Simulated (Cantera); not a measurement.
An isothermal, constant-pressure homogeneous reactor starts with C2H6 : N2 = 1 : 61 (molar parts), at 1850 K and 0.987 atm. Integrator tolerance rtol = 1e-08.

Cantera simulation using GRI-Mech 3.0 (53 species, 325 reactions); the numbers are that mechanism's predictions, not measurements. GRI-Mech 3.0 stops at C3 and has no aromatics, soot or wall deposition, so with more carbon than oxygen in the feed, carbon stays in small species such as C2H2 where larger ones or solid carbon would form.

Question: What does this change do: pressure from 0.987 atm to 0.0799 atm?

Answer: 
| quantity | before | after |
|---|---|---|
| x(C2H6) at 10.0 s | 2.16e-10 (gas-phase equilibrium 3.19e-11) | <1e-12 (gas-phase equilibrium <1e-12) |
| x(CH3) at 10.0 s | 1.54e-6 (gas-phase equilibrium 6.06e-7) | 1.57e-7 (gas-phase equilibrium 1.72e-7) |
| x(C2H2) at 10.0 s | 0.0155 (gas-phase equilibrium 0.00197) | 0.0155 (gas-phase equilibrium 0.00197) |
| x(C2H) at 10.0 s | 5.13e-7 (gas-phase equilibrium 6.51e-8) | 1.81e-6 (gas-phase equilibrium 2.29e-7) |
| x(H) at 10.0 s | 9.57e-5 (gas-phase equilibrium 9.58e-5) | 0.000336 (gas-phase equilibrium 0.000336) |
| x(C2H4) at 10.0 s | 8.03e-6 (gas-phase equilibrium 1.02e-6) | 6.49e-7 (gas-phase equilibrium 8.24e-8) |
| x(H2) at 10.0 s | 0.0311 (gas-phase equilibrium 0.0312) | 0.0311 (gas-phase equilibrium 0.0311) |

Question: What does this change do: C2H6 1 to 2 parts?

Answer: 
```json
[
 {"quantity": "x(C2H6) at 10.0 s", "before": "2.16e-10 (gas-phase equilibrium 3.19e-11)", "after": "1.70e-9 (gas-phase equilibrium 3.68e-10)"},
 {"quantity": "x(CH3) at 10.0 s", "before": "1.54e-6 (gas-phase equilibrium 6.06e-7)", "after": "4.39e-6 (gas-phase equilibrium 2.06e-6)"},
 {"quantity": "x(C2H2) at 10.0 s", "before": "0.0155 (gas-phase equilibrium 0.00197)", "after": "0.0297 (gas-phase equilibrium 0.00624)"},
 {"quantity": "x(C2H) at 10.0 s", "before": "5.13e-7 (gas-phase equilibrium 6.51e-8)", "after": "7.10e-7 (gas-phase equilibrium 1.49e-7)"},
 {"quantity": "x(H) at 10.0 s", "before": "9.57e-5 (gas-phase equilibrium 9.58e-5)", "after": "0.000132 (gas-phase equilibrium 0.000132)"},
 {"quantity": "x(C2H4) at 10.0 s", "before": "8.03e-6 (gas-phase equilibrium 1.02e-6)", "after": "2.93e-5 (gas-phase equilibrium 6.16e-6)"},
 {"quantity": "x(H2) at 10.0 s", "before": "0.0311 (gas-phase equilibrium 0.0312)", "after": "0.0594 (gas-phase equilibrium 0.0596)"}
]
```
